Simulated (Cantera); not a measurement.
Input: 1 mol MgCO₃, 0.096 mol CO₂, held at 1827 °C.

Cantera equilibrium calculation (NASA polynomials, part measured and part estimated; ideal gas, pure solids and liquids). Candidate condensed phases: C, Mg, MgCO₃, MgO; 15 gas species. Rates play no part.

x: gas mole fraction; n: condensed amount in mol.

```json
[
 {"P (Pa)": "10", "x CO₂": "0.401", "x CO": "0.292", "x O₂": "0.162", "x Mg": "0.0872", "x O": "0.0559", "x MgO": "0.00134", "n MgO(s)": "0.860"},
 {"P (Pa)": "100", "x CO₂": "[?]", "x CO": "[?]", "x O₂": "[?]", "x Mg": "[?]", "x O": "[?]", "x MgO": "[?]", "n MgO(s)": "0.995"},
 {"P (Pa)": "1000", "x CO₂": "0.837", "x CO": "0.107", "x O₂": "0.0522", "x Mg": "0.000154", "x O": "0.00318", "x MgO": "1.34e-5", "n MgO(s)": "1.000"},
 {"P (Pa)": "10000", "x CO₂": "0.920", "x CO": "[?]", "x O₂": "[?]", "x Mg": "[?]", "x O": "[?]", "x MgO": "[?]", "n MgO(s)": "1.000"},
 {"P (Pa)": "100000", "x CO₂": "0.962", "x CO": "0.0252", "x O₂": "0.0125", "x Mg": "3.14e-7", "x O": "0.000156", "x MgO": "1.34e-7", "n MgO(s)": "1.00"},
 {"P (Pa)": "1000000", "x CO₂": "0.982", "x CO": "0.0118", "x O₂": "0.00590", "x Mg": "1.44e-8", "x O": "3.38e-5", "x MgO": "1.34e-8", "n MgO(s)": "1.00"}
]
```

Q: Complete the blanks.

A: 
- 100, x CO₂: 0.683
- 100, x CO: 0.203
- 100, x O₂: 0.0966
- 100, x Mg: 0.00357
- 100, x O: 0.0137
- 100, x MgO: 0.000134
- 10000, x CO: 0.0528
- 10000, x O₂: 0.0261
- 10000, x Mg: 6.87e-6
- 10000, x O: 0.000710
- 10000, x MgO: 1.34e-6
